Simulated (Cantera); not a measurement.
A freely propagating, adiabatic, planar premixed flame of H2 : O2 : N2 : H2O = 1 : 0.185 : 0.696 : 0.066 (molar parts), equivalence ratio 2.7, unburnt at 300 K and 0.434 atm; mixture-averaged transport, grid criteria slope 0.08 and curve 0.16, no radiation.

Computed with Cantera and the H2/O2 subset of GRI-Mech 3.0, which has no nitrogen chemistry. Burning velocities carry a grid error of a few per cent, more on coarse grids.

Predict: laminar burning velocity; thermal thickness; peak x(OH); peak x(H2O2); peak x(HO2).


```
Quantity                    Result
------------------------  --------
laminar burning velocity  225 cm/s
thermal thickness         0.985 mm
peak x(OH)                0.000950
peak x(H2O2)               6.51e-5
peak x(HO2)               0.000274
```
